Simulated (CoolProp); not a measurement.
Saturated liquid density (kg/m³) of acetone: the reference equation beside estimates from Tc = 508.1 K, pc = 4692 kPa, ω = 0.307.

Model: reference Helmholtz-energy equation of state, Lemmon 2006, in CoolProp. It is a short technical equation, of lower accuracy than the large ones.

```
T (K)  reference  Redlich-Kwong  Soave-Redlich-Kwong  Peng-Robinson
-----  ---------  -------------  -------------------  -------------
361.1      709.7            [?]                554.6          628.0
378.1      687.1            [?]                535.2          606.6
395.1        [?]          485.5                513.7          582.7
412.1      637.3          461.7                489.7          555.9
429.1      609.0          435.5                462.8          525.3
446.1        [?]            [?]                  [?]          490.0
463.1      540.7          372.6                  [?]            [?]
480.1      495.8          332.3                351.4          396.0
```

Question: Complete the blanks.

Answer: 
- 361.1, Redlich-Kwong: 527.7
- 378.1, Redlich-Kwong: 507.4
- 395.1, reference: 663.2
- 446.1, reference: 577.3
- 446.1, Redlich-Kwong: 406.1
- 446.1, Soave-Redlich-Kwong: 431.9
- 463.1, Soave-Redlich-Kwong: 395.8
- 463.1, Peng-Robinson: 448.1

Absolute difference from the reference over all 8 rows, mean and median: Redlich-Kwong 28.5 and 28.0 %, Soave-Redlich-Kwong 24.3 and 23.6 %, Peng-Robinson 14.3 and 13.3 %.
